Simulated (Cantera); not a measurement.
Input: 1 mol Ta2O5, 21 mol H2, at 1375 °C and 0.975 Torr.

Equilibrium computed with Cantera from the NASA thermochemical tables; the gas is ideal and each condensed phase is pure. Candidate condensed phases: H2O, Ta, Ta2O5; 12 gas species. Mutual solubility and eutectic melting of coexisting phases are not modelled. Condensed phases not in the tables: N, O or C dissolved in the metal. The numbers say what is thermodynamically allowed, not how fast it happens.

Base state: H2 0.997, H 0.00247, H2O 0.000276 (mole fractions); condensed: Ta(s) + Ta2O5(s).

### Question
What changes in the equilibrium state with this change: temperature from 1375 °C to 1025 °C?

### Answer
```csv
species,before,after
H2,0.997,1.000
H,0.00247,2.98e-5
H2O,0.000276,1.41e-5
"Ta(s), mol",0.00232,0
"Ta2O5(s), mol",0.999,1.000
```

### Question
What changes in the equilibrium state with this change: temperature from 1375 °C to 1802 °C?

### Answer
```json
[
 {"species": "H2", "before": "0.997", "after": "0.923"},
 {"species": "H", "before": "0.00247", "after": "0.0710"},
 {"species": "TaO2", "before": "4.50e-7", "after": "0.00277"},
 {"species": "TaO", "before": "9.17e-8", "after": "0.000534"},
 {"species": "OH", "before": "3.06e-8", "after": "2.01e-5"},
 {"species": "H2O", "before": "0.000276", "after": "0.00229"},
 {"species": "Ta(s), mol", "before": "0.00232", "after": "0.00108"},
 {"species": "Ta2O5(s), mol", "before": "0.999", "after": "0"},
 {"species": "Ta2O5(l), mol", "before": "0", "after": "0.963"}
]
```
